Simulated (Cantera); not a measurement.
What does this Cantera script print?

```python
import numpy as np
import cantera as ct

gas_names = """
    CL CL2 H HCL H2 Si SiCL SiCL2 SiCL3 SiCL4 SiH SiHCL3 SiH2 SiH2CL2 SiH3 SiH3CL SiH4 Si2 Si3
""".split()
cond_names = """
    Si(cr) Si(L)
""".split()


def load(file, names, dense=False):
    # The tables refer to 1 bar. Condensed volumes are neglected.
    table = {s.name: s for s in ct.Species.list_from_file(file)}
    out = []
    for n in names:
        d = dict(table[n].input_data)
        d["thermo"] = dict(d["thermo"], **{"reference-pressure": 1e5})
        if dense:
            d["equation-of-state"] = {"model": "constant-volume", "density": "1e6 g/cm^3"}
        out.append(ct.Species.from_dict(d))
    return out


gas = ct.Solution(thermo="ideal-gas", species=load("nasa_gas.yaml", gas_names))
cond = {s.name: ct.Solution(thermo="fixed-stoichiometry", species=[s], name=s.name)
        for s in load("nasa_condensed.yaml", cond_names, dense=True)}
atoms = {
    'Si3H8': {'Si': 3, 'H': 8},
    'HCl': {'H': 1, 'CL': 1},
    'H2': {'H': 2},
    'Cl2': {'CL': 2},
}
top_T = {}  # K; cautious upper limits of use, not melting points


def equilibrate(T, P, feed):
    n = {}
    for name, mol in feed.items():
        for a, k in atoms[name].items():
            n[a] = n.get(a, 0.0) + k * mol
    gas.TPX = T, P, n
    mass = sum(n.values()) * gas.mean_molecular_weight
    gas.equilibrate("TP")
    valid = [c for c in cond.values() if c.min_temp <= T <= top_T.get(c.name, c.max_temp)]
    mix = ct.Mixture([(gas, mass / gas.mean_molecular_weight)] + [(c, 0.0) for c in valid])
    mix.T, mix.P = T, P
    mix.equilibrate("TP", solver="vcs", rtol=1e-11, max_steps=5000)
    return mix


results = []
feed = {'Si3H8': 1, 'HCl': 0.057, 'H2': 4.8, 'Cl2': 0.03}  # mol
P = 13332.2  # Pa
for T in [823, 973, 1123, 1273, 1423, 1573, 1723]:
    mix = equilibrate(T, P, feed)
    results.append((T, P, feed, dict(zip(mix.species_names, mix.species_moles))))
    x = sorted(zip(gas.X, gas.species_names), reverse=True)
    print(f"T = {T:g} K  P = {P:g} Pa  gas = {mix.phase_moles(0):.4g} mol")
    print("   x: " + "  ".join(f"{s} {v:.3e}" for v, s in x if v > 1e-06))
    print("   condensed (mol): " + ("  ".join(f"{mix.phase(i).name} {mix.phase_moles(i):.4g}"
          for i in range(1, mix.n_phases) if mix.phase_moles(i) > 1e-12) or "none"))
```

Output:

```
T = 823 K  P = 13332.2 Pa  gas = 8.856 mol
   x: H2 9.953e-01  SiHCL3 1.724e-03  SiCL4 1.642e-03  HCL 1.144e-03  SiH2CL2 1.522e-04  SiCL3 5.147e-06  SiH3CL 3.142e-06  SiCL2 1.448e-06
   condensed (mol): Si(cr) 2.969
T = 973 K  P = 13332.2 Pa  gas = 8.866 mol
   x: H2 9.925e-01  HCL 5.045e-03  SiHCL3 1.161e-03  SiCL4 1.050e-03  SiH2CL2 1.340e-04  SiCL2 4.122e-05  SiCL3 3.884e-05  SiH3CL 3.907e-06
   condensed (mol): Si(cr) 2.978
T = 1123 K  P = 13332.2 Pa  gas = 8.882 mol
   x: H2 9.885e-01  HCL 1.062e-02  SiHCL3 3.185e-04  SiCL2 2.411e-04  SiCL4 1.996e-04  SiH2CL2 6.225e-05  SiCL3 6.224e-05  SiH3CL 3.250e-06
   condensed (mol): Si(cr) 2.992
T = 1273 K  P = 13332.2 Pa  gas = 8.886 mol
   x: H2 9.874e-01  HCL 1.215e-02  SiCL2 3.867e-04  SiHCL3 3.259e-05  SiCL3 2.433e-05  SiH2CL2 1.465e-05  SiCL4 1.004e-05  H 1.941e-06  SiH3CL 1.838e-06
   condensed (mol): Si(cr) 2.996
T = 1423 K  P = 13332.2 Pa  gas = 8.887 mol
   x: H2 9.873e-01  HCL 1.221e-02  SiCL2 4.547e-04  H 1.808e-05  SiCL3 8.575e-06  SiHCL3 4.018e-06  SiH2CL2 3.847e-06  SiH3CL 1.064e-06
   condensed (mol): Si(cr) 2.996
T = 1573 K  P = 13332.2 Pa  gas = 8.887 mol
   x: H2 9.872e-01  HCL 1.214e-02  SiCL2 5.051e-04  H 1.106e-04  SiH2 3.623e-06  SiCL3 3.589e-06  SiH2CL2 1.286e-06  CL 1.081e-06
   condensed (mol): Si(cr) 2.995
T = 1723 K  P = 13332.2 Pa  gas = 8.889 mol
   x: H2 9.868e-01  HCL 1.212e-02  SiCL2 5.145e-04  H 4.961e-04  SiH2 1.676e-05  Si 7.376e-06  CL 4.719e-06  SiCL 4.582e-06  SiH 3.848e-06  SiCL3 1.649e-06
   condensed (mol): Si(L) 2.995
```

These are equilibrium values from Cantera (NASA tables, ideal gas, pure condensed phases), not measurements of a reactor. The feed counts by its element totals alone. The tables' values for SiCl3 are old estimates; treat these amounts as uncertain. Gases not in the tables: Si2H6 and higher silanes.
